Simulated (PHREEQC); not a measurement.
Model water analysis in mg/kgw, 20 °C, pH 3.18, pe 12.9: Na 535; K 2.57; Ca 453; Mg 57.8; Cl 612; S(6) as SO4 1640; Mn(2) 67.5; Sr 8.98.

Cl is adjusted to close the charge balance.
Valence states are taken as typed.

Model: ion-association model, phreeqc.dat, run in PHREEQC.

```yaml
ionic_strength: 0.0679 mol/kgw
specific_conductance: 4340 µS/cm
density: 1.001 g/cm³
total_alkalinity: -1.16 meq/kg
```

```json
[
 {"species": "Na+", "molality": "0.0227", "activity": "0.0184", "log γ": "-0.092"},
 {"species": "Cl-", "molality": "0.0204", "activity": "0.0162", "log γ": "-0.099"},
 {"species": "SO4-2", "molality": "0.0120", "activity": "0.00507", "log γ": "-0.372"},
 {"species": "Ca+2", "molality": "0.00821", "activity": "0.00360", "log γ": "-0.358"},
 {"species": "CaSO4", "molality": "0.00308", "activity": "0.00313", "log γ": "0.007"},
 {"species": "Mg+2", "molality": "0.00162", "activity": "0.000733", "log γ": "-0.345"},
 {"species": "Mn+2", "molality": "0.000879", "activity": "0.000394", "log γ": "-0.349"},
 {"species": "H+", "molality": "0.000784", "activity": "0.000661", "log γ": "-0.075"},
 {"species": "MgSO4", "molality": "0.000754", "activity": "0.000765", "log γ": "0.007"},
 {"species": "NaSO4-", "molality": "0.000557", "activity": "0.000452", "log γ": "-0.090"},
 {"species": "HSO4-", "molality": "0.000364", "activity": "0.000293", "log γ": "-0.094"},
 {"species": "MnSO4", "molality": "0.000318", "activity": "0.000322", "log γ": "0.007"},
 {"species": "Sr+2", "molality": "7.30e-5", "activity": "3.22e-5", "log γ": "-0.356"},
 {"species": "K+", "molality": "6.37e-5", "activity": "5.05e-5", "log γ": "-0.100"}
]
```

This is a speciation only: nothing precipitates in the calculation. Species that the database lacks are ignored.
